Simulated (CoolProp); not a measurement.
Properties of ethylene along the isotherm 254 K (Tc = 282.4 K, pc = 5.042 MPa, ω = 0.087).

Model: reference Helmholtz-energy equation of state, Smukala 2000, in CoolProp.

```
p (MPa)  phase  Joule-Thomson coefficient (K/MPa)  expansivity (1/kK)
-------  -----  ---------------------------------  ------------------
0.00797    gas                                [?]               3.946
0.0151     gas                                [?]               3.954
0.0286     gas                              15.09               3.969
0.0543     gas                                [?]               3.997
0.103      gas                              15.16               4.053
0.195      gas                              15.25               4.162
0.37       gas                                [?]                 [?]
0.701      gas                              15.74                 [?]
1.33       gas                              16.43                 [?]
2.52       gas                              18.24                 [?]
```

### Question
Complete the blanks.

### Answer

- 0.00797, Joule-Thomson coefficient (K/MPa): 15.07
- 0.0151, Joule-Thomson coefficient (K/MPa): 15.08
- 0.0543, Joule-Thomson coefficient (K/MPa): 15.12
- 0.37, Joule-Thomson coefficient (K/MPa): 15.41
- 0.37, expansivity (1/kK): 4.386
- 0.701, expansivity (1/kK): 4.881
- 1.33, expansivity (1/kK): 6.210
- 2.52, expansivity (1/kK): 13.63
